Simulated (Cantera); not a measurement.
A closed system holds: 1 mol LiOH, 0.051 mol H₂O, held at 1.00 Torr.

Cantera equilibrium calculation (NASA polynomials, part measured and part estimated; ideal gas, pure solids and liquids). Candidate condensed phases: H₂O, Li, LiH, LiOH, Li₂O; 17 gas species. The numbers say what is thermodynamically allowed, not how fast it happens.

log p: log10 of the partial pressure in bar; n: condensed amount in mol.

| T (K) | log p H₂O | log p LiOH | log p Li | log p Li₂O | log p O₂ | n Li₂O(s) |
|---|---|---|---|---|---|---|
| 1298 | -2.91 | -3.94 | -8.02 | -7.90 | -6.87 | 0.475 |
| 1348 | -2.95 | -3.69 | -7.41 | -7.28 | -6.64 | 0.453 |
| 1398 | -3.00 | -3.47 | -6.84 | -6.72 | -6.44 | ? |
| 1448 | -3.09 | -3.28 | -6.31 | -6.19 | -6.24 | ? |
| 1498 | -3.23 | -3.13 | -5.82 | -5.71 | -6.05 | ? |
| 1548 | -3.41 | -3.03 | -5.38 | -5.25 | -5.83 | ? |
| 1598 | -3.66 | -2.97 | -4.98 | -4.83 | -5.54 | ? |
| 1648 | -3.95 | -2.94 | -4.62 | -4.43 | -5.23 | ? |
| 1698 | -3.93 | -2.95 | -4.44 | -4.43 | -5.04 | 0 |
| 1748 | -3.90 | -2.96 | -4.27 | -4.43 | -4.88 | 0 |
| 1798 | -3.88 | -2.97 | -4.12 | -4.45 | -4.72 | 0 |
| 1848 | -3.84 | -2.99 | -3.98 | -4.48 | -4.59 | 0 |

Problem. Fill in the missing entries.

Solution. 
- 1398, n Li₂O(s): 0.418
- 1448, n Li₂O(s): 0.364
- 1498, n Li₂O(s): 0.288
- 1548, n Li₂O(s): 0.193
- 1598, n Li₂O(s): 0.0942
- 1648, n Li₂O(s): 0.000240
